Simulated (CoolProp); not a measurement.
Computed with CoolProp (reference Helmholtz-energy equation of state, Lemmon 2006). It is a short technical equation, of lower accuracy than the large ones.

Problem. For CH3F (R41), give the phase and the density (kg/m³), cv (kJ/(kg K)), speed of sound (m/s), expansivity (1/kK) at 344 K and 197 bar; 344 K and 394 bar.

Solution. 
- 344 K and 197 bar: supercritical; density 550, cv 1.23, speed of sound 499, expansivity 6.06
- 344 K and 394 bar: supercritical; density 652, cv 1.21, speed of sound 723, expansivity 3.07
